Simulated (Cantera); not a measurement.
# FeS₂ + O₂ + CO₂ (roasting and sulfation)

Input: 1 mol FeS₂, 1.4 mol O₂, 3.3 mol CO₂, equilibrated at 1.00 bar.

These are equilibrium values from Cantera (NASA tables, ideal gas, pure condensed phases), not measurements of a reactor. Candidate condensed phases: C, Fe, Fe(CO)₅, FeO, FeS, FeSO₄, FeS₂, Fe₂O₃, Fe₂(SO₄)₃, Fe₃O₄, S; 25 gas species. Metal and sulfide melt together well below either melting point, which pure phases cannot show. Mutual solubility and eutectic melting of coexisting phases are not modelled. The tables' stoichiometric FeO is somewhat more stable than real wüstite, so its field is too wide. FeO, FeS: taken at fixed stoichiometry. Gases not in the tables: S₃ to S₇. Equilibrium is a limit: real reactors are often held back by kinetics, nucleation or transport.

From 900 K to 1300 K the condensed part is FeS(s) + Fe₃O₄(s). At 1400 K the condensed part is FeO(s) + FeS(s). From 1500 K to 1600 K the condensed part is FeO(s) + FeS(l). At 1700 K the condensed part is FeO(l).

```tsv
T (K)	x CO₂	x SO₂	x CO	x S₂	x SO	x S₂O	x COS	n FeS(s)	n Fe₃O₄(s)	n FeO(s)	n FeS(l)	n FeO(l)
900	0.726	0.268	0.000201	0.00507	1.79e-6	0.000604	0.000205	0.729	0.0904	0	0	0
1000	0.724	0.265	0.000893	0.00848	1.03e-5	0.000838	0.000353	0.708	0.0975	0	0	0
1100	0.721	0.261	0.00302	0.0129	4.30e-5	0.00110	0.000551	0.678	0.107	0	0	0
1200	0.713	0.258	0.00827	0.0184	0.000141	0.00137	0.000796	0.639	0.120	0	0	0
1300	0.699	0.254	0.0191	0.0246	0.000384	0.00164	0.00107	0.586	0.138	0	0	0
1400	0.666	0.258	0.0379	0.0335	0.000933	0.00203	0.00138	0.448	0	0.552	0	0
1500	0.621	0.252	0.0702	0.0502	0.00204	0.00266	0.00190	0	0	0.722	0.278	0
1600	0.566	0.250	0.112	0.0631	0.00396	0.00308	0.00219	0	0	0.888	0.112	0
1700	0.509	0.256	0.156	0.0664	0.00693	0.00319	0.00214	0	0	0	0	1.000
```
x: gas mole fraction; n: condensed amount in mol.
